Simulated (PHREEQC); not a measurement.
**Silver or lead bath: an equilibrium model**

Solution (13 °C): 0.081 mol/kgw AgNO3 and 3.7e-05 mol/kgw NaCl. Closed to the air; pH follows from the charge balance.

Computed with PHREEQC (ion-association model, wateq4f.dat).

Each row changes one thing in this solution. Precipitation was switched off in this run.

| case | pH | Cl- (mol/kgw) |
|---|---|---|
| as made | 6.63 | 3.35e-7 |
| AgNO3 from 0.081 to 0.0405 mol/kgw | [?] | [?] |
| AgNO3 left out | 7.21 | 3.70e-5 |
| NaCl replaced by KCl at the same molality | 6.63 | 3.35e-7 |
| temperature from 13 to 10 °C | 6.63 | 3.18e-7 |
| 0.00096 mol/kgw H2SiF6 added | 2.76 | 3.37e-7 |
| NaCl from 3.7e-05 to 3.7e-06 mol/kgw | 6.63 | [?] |
| diluted 100-fold with water | [?] | [?] |

**Question.** Complete the blanks.

**Answer.** 
- AgNO3 from 0.081 to 0.0405 mol/kgw, pH: 6.74
- AgNO3 from 0.081 to 0.0405 mol/kgw, Cl- (mol/kgw): 5.89e-7
- NaCl from 3.7e-05 to 3.7e-06 mol/kgw, Cl- (mol/kgw): 3.35e-8
- diluted 100-fold with water, pH: 7.17
- diluted 100-fold with water, Cl- (mol/kgw): 1.37e-7

Some of these states are supersaturated (in Cerargyrite, Quartz (slow to form), for instance). At this temperature some constants are extrapolated from 25 °C, and those without enthalpy data are left unchanged. SiF6-2 is the database's only silicon fluoride.
